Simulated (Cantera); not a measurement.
What does this Cantera script print?

```python
import numpy as np
import cantera as ct

gas_names = """
    H HNO HNO2 HNO3 HO2 H2 H2O H2O2 N NH NH2 NH3 NH2OH NO NO2 NO3 N2 N2H2 N2H4 N2O O OH O2 O3 Si SiH
    SiH2 SiH3 SiH4 SiN SiO SiO2 Si2 Si2N Si3
""".split()
cond_names = """
    H2O(s) H2O(L) Si(cr) Si(L) SiO2(Lqz) SiO2(hqz) SiO2(L) Si2N2O(s) Si3N4(a)
""".split()


# ... load() reads the species with a 1 bar reference pressure and builds the phases ...
atoms = {
    'SiH4': {'Si': 1, 'H': 4},
    'H2O': {'H': 2, 'O': 1},
    'N2': {'N': 2},
}
top_T = {'Si2N2O(s)': 2100, 'Si3N4(a)': 2400}  # K; cautious upper limits of use, not melting points


# ... equilibrate(T, P, feed) seeds the gas with the atoms and calls Mixture.equilibrate('TP', solver="vcs", rtol=1e-11, max_steps=5000) ...
results = []
feed = {'SiH4': 1, 'H2O': 0.1, 'N2': 13}  # mol
T = 1250  # K
P = 1000  # Pa
mix = equilibrate(T, P, feed)
results.append((T, P, feed, dict(zip(mix.species_names, mix.species_moles))))
x = sorted(zip(gas.X, gas.species_names), reverse=True)
print(f"T = {T:g} K  P = {P:g} Pa  gas = {mix.phase_moles(0):.4g} mol")
print("   x: " + "  ".join(f"{s} {v:.3e}" for v, s in x if v > 0.001))
print("   condensed (mol): " + ("  ".join(f"{mix.phase(i).name} {mix.phase_moles(i):.4g}"
      for i in range(1, mix.n_phases) if mix.phase_moles(i) > 1e-12) or "none"))
```

Output:

```
T = 1250 K  P = 1000 Pa  gas = 14.47 mol
   x: N2 8.548e-01  H2 1.452e-01
   condensed (mol): Si2N2O(s) 0.1  Si3N4(a) 0.2667
```

Method: chemical equilibrium by Gibbs-energy minimisation in Cantera with the NASA 1993 tables (ideal gas, pure condensed phases). N2 is the only nitrogen source here; it is nearly inert below about 1500 K, so the nitride shown seldom forms there in practice. Mutual solubility and eutectic melting of coexisting phases are not modelled.
